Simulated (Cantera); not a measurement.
**MgO + H2 (sublimation and decomposition of ceramics)**

Charge: 1 mol MgO, 0.044 mol H2, equilibrated at 4.00 Pa.

Equilibrium computed with Cantera from the NASA thermochemical tables; the gas is ideal and each condensed phase is pure. Candidate condensed phases: H2O, Mg, MgO, Mg(OH)2; 15 gas species. The tables' values for MgH are old estimates; treat these amounts as uncertain. Equilibrium is a limit: real reactors are often held back by kinetics, nucleation or transport.

From 1473 K to 2023 K the condensed part is MgO(s). The main Mg-bearing gas is Mg throughout.

| T (K) | x H2 | x Mg | x H2O | x H | x OH | x O | n MgO(s) |
|---|---|---|---|---|---|---|---|
| 1473 | 0.991 | 0.00349 | 0.00349 | 0.00199 | 1.83e-7 | 3.22e-10 | 1.000 |
| 1523 | 0.983 | 0.00666 | 0.00666 | 0.00362 | 7.56e-7 | 2.39e-9 | 1.000 |
| 1573 | 0.969 | 0.0121 | 0.0121 | 0.00633 | 2.86e-6 | 1.57e-8 | 0.999 |
| 1623 | 0.947 | 0.0212 | 0.0212 | 0.0106 | 9.95e-6 | 9.20e-8 | 0.999 |
| 1673 | 0.912 | 0.0354 | 0.0354 | 0.0172 | 3.21e-5 | 4.89e-7 | 0.998 |
| 1723 | 0.860 | 0.0568 | 0.0567 | 0.0267 | 9.66e-5 | 2.39e-6 | 0.997 |
| 1773 | 0.786 | 0.0871 | 0.0868 | 0.0399 | 0.000273 | 1.08e-5 | 0.996 |
| 1823 | 0.688 | 0.127 | 0.127 | 0.0568 | 0.000728 | 4.62e-5 | 0.993 |
| 1873 | 0.569 | 0.177 | 0.175 | 0.0770 | 0.00184 | 0.000188 | 0.990 |
| 1923 | 0.436 | 0.232 | 0.227 | 0.0984 | 0.00440 | 0.000741 | 0.986 |
| 1973 | 0.306 | 0.288 | 0.273 | 0.118 | 0.01000 | 0.00284 | 0.980 |
| 2023 | 0.192 | 0.341 | 0.296 | 0.131 | 0.0211 | 0.0105 | 0.973 |
x: gas mole fraction; n: condensed amount in mol.
